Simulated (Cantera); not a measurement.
Feed: 1 mol Fe3O4, a varied amount of CO, 2.3 mol N2, held at 2350 K and 33.0 mbar.

Cantera equilibrium calculation (NASA polynomials, part measured and part estimated; ideal gas, pure solids and liquids). Candidate condensed phases: C, Fe, Fe(CO)5, FeO, Fe2O3, Fe3O4; 27 gas species. The tables' stoichiometric FeO is somewhat more stable than real wüstite, so its field is too wide. FeO: taken at fixed stoichiometry. The numbers say what is thermodynamically allowed, not how fast it happens.

Task: At 1.4 mol CO, list the 4 most abundant gas species with their mole fractions, and the condensed phases.

Result: N2 0.589, CO2 0.223, CO 0.137, O2 0.0201. Condensed: FeO(l).
